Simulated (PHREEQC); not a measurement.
Consider water at 80 °C with 0.0019 mol/kgw NaHCO3 and 0.00012 mol/kgw K2HPO4. Closed to the air; pH follows from the charge balance.

Equilibrium calculation in PHREEQC: ion-association model, phreeqc.dat.

Problem. The ionic strength comes out as 0.00226 mol/kgw. What activity coefficients do HPO4-2, H2PO4-, NaCO3-, HCO3-, K+ get?

Solution. HPO4-2 0.79, H2PO4- 0.94, NaCO3- 0.94, HCO3- 0.94, K+ 0.94.

No solid was allowed to form. Away from 25 °C the constants follow the database's enthalpies or fits; those with neither stay at their 25 °C values.
